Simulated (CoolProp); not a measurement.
Vapour-liquid equilibrium of R22 (1) + n-hexane (2) at 44.25 °C; x and y are mole fractions of (1).

Values from CoolProp's multi-fluid Helmholtz-energy mixture model, Kamei 1995 and Thol 2019; pair parameters Bell 2016.

```json
[
 {"x": "0.05", "bubble pressure (MPa)": "0.1497", "y at the bubble point": "0.709", "dew pressure at overall composition x (MPa)": "0.04613", "liquid density (mol/L)": "7.575"},
 {"x": "0.15", "bubble pressure (MPa)": "0.3551", "y at the bubble point": "0.880", "dew pressure at overall composition x (MPa)": "0.05158", "liquid density (mol/L)": "___"},
 {"x": "0.25", "bubble pressure (MPa)": "0.5441", "y at the bubble point": "0.924", "dew pressure at overall composition x (MPa)": "0.05848", "liquid density (mol/L)": "8.379"},
 {"x": "0.35", "bubble pressure (MPa)": "___", "y at the bubble point": "0.945", "dew pressure at overall composition x (MPa)": "0.06746", "liquid density (mol/L)": "8.827"},
 {"x": "0.45", "bubble pressure (MPa)": "0.8634", "y at the bubble point": "0.957", "dew pressure at overall composition x (MPa)": "0.07968", "liquid density (mol/L)": "9.312"},
 {"x": "0.55", "bubble pressure (MPa)": "1.001", "y at the bubble point": "0.965", "dew pressure at overall composition x (MPa)": "0.09726", "liquid density (mol/L)": "9.836"},
 {"x": "0.65", "bubble pressure (MPa)": "1.132", "y at the bubble point": "0.972", "dew pressure at overall composition x (MPa)": "0.1247", "liquid density (mol/L)": "10.41"},
 {"x": "0.75", "bubble pressure (MPa)": "1.268", "y at the bubble point": "0.979", "dew pressure at overall composition x (MPa)": "0.1738", "liquid density (mol/L)": "11.03"},
 {"x": "0.85", "bubble pressure (MPa)": "1.419", "y at the bubble point": "0.986", "dew pressure at overall composition x (MPa)": "0.2860", "liquid density (mol/L)": "11.70"},
 {"x": "0.95", "bubble pressure (MPa)": "1.596", "y at the bubble point": "0.995", "dew pressure at overall composition x (MPa)": "0.7748", "liquid density (mol/L)": "___"}
]
```

**Question.** Fill in the missing entries.

**Answer.** 
- 0.15, liquid density (mol/L): 7.962
- 0.35, bubble pressure (MPa): 0.7131
- 0.95, liquid density (mol/L): 12.44

No azeotrope shows between x = 0.05 and 0.95.

The pair parameters rest on a limited set of measurements; away from them the model extrapolates. The gap from Raoult's law changes sign with composition, which may be real or a fault of the pair parameters; it wasn't checked against measurements.
